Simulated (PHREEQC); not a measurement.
0.025 g of hydrous ferric oxide (600 m²/g; 0.2 weak and 0.005 strong sites per Fe, Dzombak-Morel constants, diffuse double layer) in 1 kg of water with 0.1 mol/kgw of an inert sodium salt and 1.4e-05 mol Na2SO4, at 25 °C; the pH is set by adding NaOH or the inert anion's acid. Oxygen alone is held at its pressure in air (log pO2 = -0.68). CO2 from the air is kept out. No solid was allowed to form.

Equilibrium calculation in PHREEQC: ion-association model, wateq4f.dat.

**Question.** Predict S sorbed (%), surface charge σ (C/m²), surface potential ψ (mV) at pH = 4.38, 6.25, 7.75.

**Answer.** 
```tsv
pH	S sorbed (%)	surface charge σ (C/m²)	surface potential ψ (mV)
4.38	51.6	0.218	127
6.25	5.0	0.088	82
7.75	0.0	0.013	17
```
